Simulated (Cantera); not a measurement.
Thermodynamics of sublimation and decomposition of ceramics, feed Si₃N₄ + N₂ + C

Feed: 1 mol Si₃N₄, 0.033 mol N₂, a varied amount of C, at 2327 °C and 7.50 Torr.

Equilibrium computed with Cantera from the NASA thermochemical tables; the gas is ideal and each condensed phase is pure. Candidate condensed phases: C, Si, SiC, Si₃N₄; 20 gas species. The tables' values for SiN are old estimates; treat these amounts as uncertain. The numbers say what is thermodynamically allowed, not how fast it happens.

```json
[
 {"n(C) (mol)": "0.016", "log p Si": "-2.24", "log p N₂": "-2.39", "log p Si₂C": "-4.51", "log p SiC₂": "-6.34", "log p Si₂": "-3.99", "log p SiN": "-4.50"},
 {"n(C) (mol)": "0.023", "log p Si": "-2.24", "log p N₂": "-2.39", "log p Si₂C": "-4.35", "log p SiC₂": "-6.03", "log p Si₂": "-3.99", "log p SiN": "-4.50"},
 {"n(C) (mol)": "0.033", "log p Si": "-2.25", "log p N₂": "-2.39", "log p Si₂C": "-4.20", "log p SiC₂": "-5.73", "log p Si₂": "-3.99", "log p SiN": "-4.50"},
 {"n(C) (mol)": "0.048", "log p Si": "-2.25", "log p N₂": "-2.39", "log p Si₂C": "-4.05", "log p SiC₂": "-5.41", "log p Si₂": "-4.00", "log p SiN": "-4.50"},
 {"n(C) (mol)": "0.069", "log p Si": "-2.25", "log p N₂": "-2.38", "log p Si₂C": "-3.91", "log p SiC₂": "-5.11", "log p Si₂": "-4.01", "log p SiN": "-4.50"},
 {"n(C) (mol)": "0.1", "log p Si": "-2.26", "log p N₂": "-2.38", "log p Si₂C": "-3.76", "log p SiC₂": "-4.81", "log p Si₂": "-4.02", "log p SiN": "-4.51"},
 {"n(C) (mol)": "0.15", "log p Si": "-2.27", "log p N₂": "-2.38", "log p Si₂C": "-3.62", "log p SiC₂": "-4.49", "log p Si₂": "-4.04", "log p SiN": "-4.52"},
 {"n(C) (mol)": "0.21", "log p Si": "-2.28", "log p N₂": "-2.38", "log p Si₂C": "-3.50", "log p SiC₂": "-4.23", "log p Si₂": "-4.05", "log p SiN": "-4.53"},
 {"n(C) (mol)": "0.31", "log p Si": "-2.29", "log p N₂": "-2.37", "log p Si₂C": "-3.38", "log p SiC₂": "-3.94", "log p Si₂": "-4.09", "log p SiN": "-4.54"},
 {"n(C) (mol)": "0.45", "log p Si": "-2.31", "log p N₂": "-2.37", "log p Si₂C": "-3.28", "log p SiC₂": "-3.68", "log p Si₂": "-4.13", "log p SiN": "-4.56"},
 {"n(C) (mol)": "0.66", "log p Si": "-2.34", "log p N₂": "-2.36", "log p Si₂C": "-3.19", "log p SiC₂": "-3.42", "log p Si₂": "-4.18", "log p SiN": "-4.58"},
 {"n(C) (mol)": "0.96", "log p Si": "-2.38", "log p N₂": "-2.36", "log p Si₂C": "-3.13", "log p SiC₂": "-3.18", "log p Si₂": "-4.26", "log p SiN": "-4.62"}
]
```
log p: log10 of the partial pressure in bar; nothing condenses.

From 0.016 mol C to 0.96 mol C nothing is condensed. The main Si-bearing gas is Si throughout.
